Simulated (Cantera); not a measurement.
Cantera run:

```python
import numpy as np
import cantera as ct

gas_names = """
    H H2 H2S N NH NH2 NH3 N2 N2H2 N2H4 Ni NiS S SH SN S2 S8
""".split()
cond_names = """
    Ni(cr) Ni(L) NiS(b) NiS(a) NiS(L) NiS2(s) NiS2(L) Ni3S2(I) Ni3S2(II) Ni3S2(L) Ni3S4(s) S(cr1) S(cr2)
    S(L)
""".split()


# ... load() reads the species with a 1 bar reference pressure and builds the phases ...
atoms = {
    'NiS': {'Ni': 1, 'S': 1},
    'H2': {'H': 2},
    'N2': {'N': 2},
}
top_T = {'Ni3S4(s)': 620}  # K; cautious upper limits of use, not melting points


# ... equilibrate(T, P, feed) seeds the gas with the atoms and calls Mixture.equilibrate('TP', solver="vcs", rtol=1e-11, max_steps=5000) ...
results = []
feed = {'NiS': 1, 'H2': 1700, 'N2': 6.9}  # mol
T = 1923.15  # K
P = 51000  # Pa
mix = equilibrate(T, P, feed)
results.append((T, P, feed, dict(zip(mix.species_names, mix.species_moles))))
print(gas.report(threshold=1e-06))
for i in range(1, mix.n_phases):
    print(f"{mix.phase(i).name:16s} {mix.phase_moles(i):12.5e} mol")
```

Result:

```
       temperature   1923.2 K
          pressure   51000 Pa
           density   0.0068465 kg/m^3
  mean mol. weight   2.1466 kg/kmol
   phase of matter   gas

                          1 kg             1 kmol
                     ---------------   ---------------
          enthalpy        2.3627e+07        5.0717e+07  J
   internal energy        1.6178e+07        3.4727e+07  J
           entropy             90077        1.9336e+05  J/K
    Gibbs function       -1.4961e+08       -3.2114e+08  J
 heat capacity c_p             15808             33933  J/K
 heat capacity c_v             11935             25619  J/K

                      mass frac. Y      mole frac. X     chem. pot. / RT
                     ---------------   ---------------   ---------------
                 H        0.00061824         0.0013166           -10.018
                H2           0.93346           0.99392           -20.036
               H2S         0.0082463        0.00051946           -39.173
                N2          0.052707         0.0040387           -32.994
                Ni         0.0038983        0.00014257           -7.5239
               NiS        7.5536e-05        1.7866e-06           -26.661
                 S        3.9299e-05        2.6313e-06           -19.137
                SH        0.00091657        5.9498e-05           -29.155
     [   +9 minor]        3.5596e-05        1.7364e-06

Ni(L)             7.53393e-01 mol
NiS(L)            0.00000e+00 mol
NiS2(L)           0.00000e+00 mol
Ni3S2(L)          0.00000e+00 mol
S(L)              0.00000e+00 mol
```

Equilibrium computed with Cantera from the NASA thermochemical tables; the gas is ideal and each condensed phase is pure.
